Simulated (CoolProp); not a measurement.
n-butane along the isobar 4.95 MPa: Z from the reference equation and from simpler models built on Tc = 152.0 °C, pc = 3.796 MPa, ω = 0.201; each cubic takes its own stable root.

Values from CoolProp's reference Helmholtz-energy equation of state, Bücker 2006.

```json
[
 {"T (°C)": "29.95", "phase": "liquid", "reference": "0.1985"},
 {"T (°C)": "43.85", "phase": "liquid", "reference": "0.1951"},
 {"T (°C)": "57.75", "phase": "liquid", "reference": "0.1926"},
 {"T (°C)": "71.75", "phase": "liquid", "reference": "0.1910"},
 {"T (°C)": "85.65", "phase": "liquid", "reference": "0.1904"},
 {"T (°C)": "99.55", "phase": "liquid", "reference": "0.1911"},
 {"T (°C)": "113.45", "phase": "liquid", "reference": "0.1935"},
 {"T (°C)": "127.35", "phase": "liquid", "reference": "0.1983"},
 {"T (°C)": "141.25", "phase": "liquid", "reference": "0.2076"},
 {"T (°C)": "155.15", "phase": "supercritical", "reference": "0.2288"},
 {"T (°C)": "169.05", "phase": "supercritical", "reference": "0.3281"},
 {"T (°C)": "183.05", "phase": "supercritical", "reference": "0.4992"},
 {"T (°C)": "196.95", "phase": "supercritical", "reference": "0.5919"},
 {"T (°C)": "210.85", "phase": "supercritical", "reference": "0.6548"}
]
```

### Question
How far does each simpler model (van der Waals, Redlich-Kwong, Soave-Redlich-Kwong) lie from the reference over these 14 states: mean and median of the absolute difference, and the worst?

### Answer
- van der Waals: mean 39.8 %, median 51.6 %, worst +56.3 % at 29.95 °C and 4.95 MPa
- Redlich-Kwong: mean 11.0 %, median 11.3 %, worst +20.3 % at 155.15 °C and 4.95 MPa
- Soave-Redlich-Kwong: mean 10.2 %, median 8.9 %, worst +21.1 % at 155.15 °C and 4.95 MPa
